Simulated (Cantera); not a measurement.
What does this Cantera script print?

```python
import numpy as np
import cantera as ct

gas = ct.Solution("gri30.yaml")
gas.TPX = 400, 101325, {'CH4': 1, 'H2': 1, 'O2': 1.79, 'N2': 6.71, 'CO2': 2.3}
inlet = ct.Reservoir(gas, clone=True)
gas.equilibrate("HP")  # start burning
reactor = ct.IdealGasConstPressureReactor(gas, energy="on", clone=False)
exhaust = ct.Reservoir(gas, clone=True)
tau = [0.081, 0.027, 0.0093, 0.0032, 0.0011, 0.00037, 0.00012, 4.2e-05, 1.4e-05, 4.9e-06][0]
for a, b in ((inlet, reactor), (reactor, exhaust)):
    ct.MassFlowController(a, b, mdot=lambda t: reactor.mass / tau)
net = ct.ReactorNet([reactor])
show = ['CH4', 'H2', 'O2', 'CH2', 'N2O']

rows = []
print(f"{'tau/s':>10s}{'T/K':>9s}" + "".join(f"{s:>11s}" for s in show))
for tau in [0.081, 0.027, 0.0093, 0.0032, 0.0011, 0.00037, 0.00012, 4.2e-05, 1.4e-05, 4.9e-06]:
    net.initial_time = 0.0
    net.advance(30 * tau)
    before = gas.X
    net.advance(40 * tau)
    drift = np.max(np.abs(gas.X - before) / (gas.X + 1e-9))
    rows.append([gas.T, *gas[show].X, drift])
    print(f"{tau:10.3e}{gas.T:9.1f}" + "".join(f"{x:11.3e}" for x in gas[show].X))
```

Output:

```
     tau/s      T/K        CH4         H2         O2        CH2        N2O
 8.100e-02   1715.3  7.587e-04  2.690e-02  8.751e-04  5.393e-07  3.155e-09
 2.700e-02   1706.0  8.859e-04  2.741e-02  1.611e-03  1.278e-06  5.590e-09
 9.300e-03   1688.6  1.205e-03  2.855e-02  3.095e-03  2.680e-06  8.275e-09
 3.200e-03   1637.8  2.739e-03  3.262e-02  8.129e-03  4.344e-06  1.126e-08
 1.100e-03    400.0  7.812e-02  7.812e-02  1.398e-01 -3.713e-35  1.023e-22
 3.700e-04    400.0  7.812e-02  7.812e-02  1.398e-01  3.582e-36  7.541e-26
 1.200e-04    400.0  7.812e-02  7.812e-02  1.398e-01  1.177e-40  4.764e-27
 4.200e-05    400.0  7.812e-02  7.812e-02  1.398e-01  1.655e-44  3.009e-28
 1.400e-05    400.0  7.812e-02  7.812e-02  1.398e-01  8.449e-48  1.901e-29
 4.900e-06    400.0  7.812e-02  7.812e-02  1.398e-01  1.302e-50  1.201e-30
```

Model: GRI-Mech 3.0 (53 species, 325 reactions), integrated in Cantera.
